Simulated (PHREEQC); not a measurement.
Dissolve 0.0024 mol HF and 0.00011 mol KF per kg of water at 25 °C. Closed to the air; pH follows from the charge balance.

All values are PHREEQC results (ion-association model, phreeqc.dat), not measurements.

- pH = 3.03
- ionic strength = 0.00107 mol/kgw
- specific conductance = 392 µS/cm
- total alkalinity = -2.40 meq/kg

```tsv
species	molality	activity	log γ
HF	0.00143	0.00143	0.000
F-	0.00107	0.00103	-0.016
H+	0.000962	0.000929	-0.015
K+	0.000110	0.000106	-0.016
HF2-	5.86e-6	5.65e-6	-0.016
```

No solid was allowed to form.
